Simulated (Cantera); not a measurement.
A closed system holds: 1 mol BN, 3.4 mol HCl, equilibrated at 83000 Pa.

Cantera equilibrium calculation (NASA polynomials, part measured and part estimated; ideal gas, pure solids and liquids). Candidate condensed phases: B, BN, NH4Cl; 21 gas species. The tables' values for BCl2 are old estimates; treat these amounts as uncertain. Gases not in the tables: BHCl2. Rates play no part.

x: gas mole fraction; n: condensed amount in mol.

```tsv
T (K)	x HCl	x H2	x BCl3	x N2	x BCl2	n BN(s)
1000	0.971	0.0147	0.00978	0.00489	2.46e-10	0.967
1050	0.963	0.0187	0.0125	0.00623	1.31e-9	0.958
1100	0.953	0.0233	0.0155	0.00775	5.98e-9	0.947
1150	0.943	0.0283	0.0189	0.00944	2.39e-8	0.936
1200	0.932	0.0339	0.0226	0.0113	8.48e-8	0.923
1250	0.920	0.0398	0.0266	0.0133	2.71e-7	0.910
1300	0.908	0.0462	0.0308	0.0154	7.92e-7	0.895
1350	0.894	?	?	?	2.13e-6	0.880
1400	0.880	0.0598	0.0399	0.0199	5.33e-6	0.864
1450	0.866	0.0670	0.0446	0.0223	1.25e-5	0.848
1500	0.851	?	?	?	2.76e-5	0.832
1550	0.836	0.0817	0.0544	0.0272	5.78e-5	0.815
1600	0.821	0.0892	0.0593	0.0297	0.000115	0.798
1650	0.806	0.0967	0.0643	0.0322	0.000221	0.781
```

Fill in the missing entries.


- 1500, x H2: 0.0743
- 1500, x BCl3: 0.0495
- 1500, x N2: 0.0248
- 1350, x H2: 0.0529
- 1350, x BCl3: 0.0353
- 1350, x N2: 0.0176
